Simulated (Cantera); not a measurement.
A closed system holds: 1 mol Pb, 10 mol N2, at 700 K and 0.00510 bar.

These are equilibrium values from Cantera (NASA tables, ideal gas, pure condensed phases), not measurements of a reactor. Candidate condensed phases: Pb; 4 gas species. The numbers say what is thermodynamically allowed, not how fast it happens.

Base state: N2 1.00 (mole fractions); condensed: Pb(l).

What changes in the equilibrium state with this change: temperature from 700 K to 1623.15 K?


| species | before | after |
|---|---|---|
| N2 | 1.00 | 0.909 |
| Pb | 2.18e-7 | 0.0909 |
| Pb(l), mol | 1.000 | 0 |

What changes in the equilibrium state with this change: temperature from 700 K to 1225 K?


```csv
species,before,after
N2,1.00,0.909
Pb,2.18e-7,0.0909
"Pb(l), mol",1.000,0
```
